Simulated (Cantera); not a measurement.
Input: 1 mol CaO, 15 mol F2, 2.7 mol H2, equilibrated at 74.0 Pa.

Equilibrium computed with Cantera from the NASA thermochemical tables; the gas is ideal and each condensed phase is pure. Candidate condensed phases: Ca, CaF2, CaO, Ca(OH)2, H2O; 29 gas species. The numbers say what is thermodynamically allowed, not how fast it happens.

log p: log10 of the partial pressure in bar; n: condensed amount in mol.

```csv
T (K),log p F,log p HF,log p CaF2,log p O2,log p F2,log p O,n CaF2(s)
1175,-3.23,-3.85,-9.62,-4.89,-5.74,-10.28,1.000
1250,-3.23,-3.85,…,-4.89,…,…,1.000
1325,-3.23,-3.85,-7.53,-4.89,-6.57,-9.00,0.999
1400,-3.23,-3.85,…,-4.89,…,…,0.992
1475,-3.23,-3.85,-5.90,-4.89,-7.24,-7.99,0.951
1550,-3.24,-3.86,-5.22,-4.89,-7.53,-7.55,0.764
1625,-3.25,-3.87,-4.61,-4.90,-7.81,-7.16,0.0134
```

### Question
Fill in the missing entries.

### Answer

- 1250, log p CaF2: -8.51
- 1250, log p F2: -6.18
- 1250, log p O: -9.60
- 1400, log p CaF2: -6.66
- 1400, log p F2: -6.92
- 1400, log p O: -8.47
